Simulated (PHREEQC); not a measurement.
A solution holds 16.2 mmol/kgw KOH, 1.16 mmol/kgw Na2SO4 and 0.32 mmol/kgw H4SiO4, at 25 °C. Closed to the air; pH follows from the charge balance.

The numbers come from PHREEQC with the ion-association model, phreeqc.dat.

**Question.** The ionic strength comes out as 0.0196 mol/kgw. What activity coefficients do Na+, H2SiO4-2, H3SiO4-, K+, NaSO4- get?

**Answer.** Na+ 0.87, H2SiO4-2 0.59, H3SiO4- 0.87, K+ 0.87, NaSO4- 0.88.

No solid was allowed to form.
